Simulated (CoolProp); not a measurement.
A simple Rankine cycle with hexamethyldisiloxane (MM): condensing at 322.15 K, boiler at 0.209 MPa, turbine inlet 550.8 K, turbine efficiency 0.65, pump efficiency 0.8, no recuperator. Each further row changes one setting.

Model: reference Helmholtz-energy equation of state, Thol 2016, in CoolProp.

```csv
case,thermal efficiency (%),net work (kJ/kg),heat in (kJ/kg),turbine exit temperature (K),volume ratio over the turbine
as stated,6.9,43.8,639,528.4,12.3
turbine inlet 570.8 K,6.7,45.5,682,548.1,12.2
condensing temperature 314.15 K,7.6,___,654,___,___
boiler pressure 0.146 MPa,5.9,37.9,640,531.7,8.53
turbine efficiency 0.55,5.8,37.0,639,531.6,12.3
```

Problem. Some entries are withheld; supply them.

Solution. 
- condensing temperature 314.15 K, net work (kJ/kg): 49.7
- condensing temperature 314.15 K, turbine exit temperature (K): 525.5
- condensing temperature 314.15 K, volume ratio over the turbine: 17.2
